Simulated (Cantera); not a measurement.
Counterflow diffusion flame

A counterflow diffusion flame at 101000 Pa, nozzles 20 mm apart: fuel side CH₄ = 1 (molar parts) at 525 K, oxidiser side O₂ : N₂ = 0.22 : 0.78 (molar parts) at 650 K, fuel mass flux 0.67 times the oxidiser's; mixture-averaged transport, no radiation.

Detailed kinetics in Cantera: GRI-Mech 3.0 (53 species, 325 reactions). GRI-Mech 3.0 has no aromatics or soot, which form on the fuel side of real flames. The maximum strain rate includes the flame's own expansion and is several times the mean.

```json
[
 {"oxidiser flux (kg/m²/s)": "0.25", "max strain (1/s)": "204", "mean strain (1/s)": "45.6", "T max (K)": "2235", "peak x OH": "0.0107", "peak x H": "0.00529", "peak x NO": "0.000397", "peak x CO": "0.0681", "peak x C₂H₂": "0.0182"},
 {"oxidiser flux (kg/m²/s)": "0.4", "max strain (1/s)": "311", "mean strain (1/s)": "72.9", "T max (K)": "2214", "peak x OH": "0.0107", "peak x H": "0.00565", "peak x NO": "0.000356", "peak x CO": "0.0663", "peak x C₂H₂": "0.0170"},
 {"oxidiser flux (kg/m²/s)": "0.63", "max strain (1/s)": "468", "mean strain (1/s)": "115", "T max (K)": "2197", "peak x OH": "0.0106", "peak x H": "0.00600", "peak x NO": "0.000317", "peak x CO": "0.0649", "peak x C₂H₂": "0.0159"},
 {"oxidiser flux (kg/m²/s)": "0.99", "max strain (1/s)": "706", "mean strain (1/s)": "180", "T max (K)": "2178", "peak x OH": "0.0105", "peak x H": "0.00631", "peak x NO": "0.000272", "peak x CO": "0.0638", "peak x C₂H₂": "0.0147"},
 {"oxidiser flux (kg/m²/s)": "1.5", "max strain (1/s)": "1030", "mean strain (1/s)": "273", "T max (K)": "2157", "peak x OH": "0.0102", "peak x H": "0.00651", "peak x NO": "0.000224", "peak x CO": "0.0629", "peak x C₂H₂": "0.0134"},
 {"oxidiser flux (kg/m²/s)": "2.4", "max strain (1/s)": "1590", "mean strain (1/s)": "437", "T max (K)": "2125", "peak x OH": "0.00958", "peak x H": "0.00657", "peak x NO": "0.000164", "peak x CO": "0.0621", "peak x C₂H₂": "0.0117"},
 {"oxidiser flux (kg/m²/s)": "3.8", "max strain (1/s)": "2440", "mean strain (1/s)": "693", "T max (K)": "2085", "peak x OH": "0.00874", "peak x H": "0.00639", "peak x NO": "0.000107", "peak x CO": "0.0620", "peak x C₂H₂": "0.00956"},
 {"oxidiser flux (kg/m²/s)": "6", "max strain (1/s)": "3740", "mean strain (1/s)": "1090", "T max (K)": "2022", "peak x OH": "0.00729", "peak x H": "0.00562", "peak x NO": "5.11e-5", "peak x CO": "0.0621", "peak x C₂H₂": "0.00656"}
]
```
x: mole fraction; the columns are a selection and need not sum to one.
